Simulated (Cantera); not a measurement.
A Cantera script and what it prints.

```python
import numpy as np
import cantera as ct

gas_names = """
    AL ALH ALN AL2 H H2 N NH NH2 NH3 N2 N2H2 N2H4
""".split()
cond_names = """
    AL(cr) AL(L) ALN(s)
""".split()


def load(file, names, dense=False):
    # The tables refer to 1 bar. Condensed volumes are neglected.
    table = {s.name: s for s in ct.Species.list_from_file(file)}
    out = []
    for n in names:
        d = dict(table[n].input_data)
        d["thermo"] = dict(d["thermo"], **{"reference-pressure": 1e5})
        if dense:
            d["equation-of-state"] = {"model": "constant-volume", "density": "1e6 g/cm^3"}
        out.append(ct.Species.from_dict(d))
    return out


gas = ct.Solution(thermo="ideal-gas", species=load("nasa_gas.yaml", gas_names))
cond = {s.name: ct.Solution(thermo="fixed-stoichiometry", species=[s], name=s.name)
        for s in load("nasa_condensed.yaml", cond_names, dense=True)}
atoms = {
    'Al': {'AL': 1},
    'N2': {'N': 2},
    'H2': {'H': 2},
}
top_T = {'ALN(s)': 2750}  # K; cautious upper limits of use, not melting points


def equilibrate(T, P, feed):
    n = {}
    for name, mol in feed.items():
        for a, k in atoms[name].items():
            n[a] = n.get(a, 0.0) + k * mol
    gas.TPX = T, P, n
    mass = sum(n.values()) * gas.mean_molecular_weight
    gas.equilibrate("TP")
    valid = [c for c in cond.values() if c.min_temp <= T <= top_T.get(c.name, c.max_temp)]
    mix = ct.Mixture([(gas, mass / gas.mean_molecular_weight)] + [(c, 0.0) for c in valid])
    mix.T, mix.P = T, P
    mix.equilibrate("TP", solver="vcs", rtol=1e-11, max_steps=5000)
    return mix


results = []
T = 1775  # K
P = 640  # Pa
for m in [39, 78, 120, 150, 190, 230, 270]:
    feed = {'Al': 1, 'N2': 1.9, 'H2': m}  # mol
    mix = equilibrate(T, P, feed)
    results.append((T, P, feed, dict(zip(mix.species_names, mix.species_moles))))

top = {s: max(r[3][s] / sum(r[3][g] for g in gas_names) for r in results) for s in gas_names}
cols = sorted((s for s in top if top[s] > 0.001), key=lambda s: -top[s])[:6]
seen = [c for c in cond_names if any(r[3].get(c, 0) > 1e-12 for r in results)]
print("log10 of partial pressures in bar; condensed amounts in mol")
print(f"{'n(H2)':>10s}" + "".join(f"{s[:9]:>10s}" for s in cols + seen))
for T, P, feed, n in results:
    ng = sum(n[g] for g in gas_names)
    print(f"{feed['H2']:10.4g}" + "".join(f"{np.log10(max(n[s] / ng * P / 1e5, 1e-99)):10.3f}" for s in cols)
          + "".join(f"{n.get(c, 0):10.4g}" for c in seen))
```

It prints:

```
log10 of partial pressures in bar; condensed amounts in mol
     n(H2)        H2        N2        AL         H    ALN(s)
        39    -2.212    -3.645    -4.958    -4.644    0.9276
        78    -2.205    -3.921    -4.821    -4.641    0.8042
       120    -2.202    -4.082    -4.740    -4.640    0.6392
       150    -2.202    -4.160    -4.701    -4.639    0.5073
       190    -2.201    -4.238    -4.662    -4.639    0.3185
       230    -2.201    -4.296    -4.633    -4.639    0.1184
       270    -2.200    -4.352    -4.647    -4.638         0
```

These are equilibrium values from Cantera (NASA tables, ideal gas, pure condensed phases), not measurements of a reactor.
